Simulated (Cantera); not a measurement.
## Thermodynamics of nitride etching, feed AlN + H₂ + N₂

A closed system holds: 1 mol AlN, 270 mol H₂, 0.52 mol N₂, held at 800 K and 4.10e-5 bar.

Cantera equilibrium calculation (NASA polynomials, part measured and part estimated; ideal gas, pure solids and liquids). Candidate condensed phases: Al, AlN; 13 gas species. The numbers say what is thermodynamically allowed, not how fast it happens.

The x(H₂) is 0.998. The x(N₂) comes out as 0.00192. The n(AlN(s)) comes out as 1.00 mol and the gas amount comes out as 270.5 mol. The log10 activity of Al(s) (absent) is -11.71.
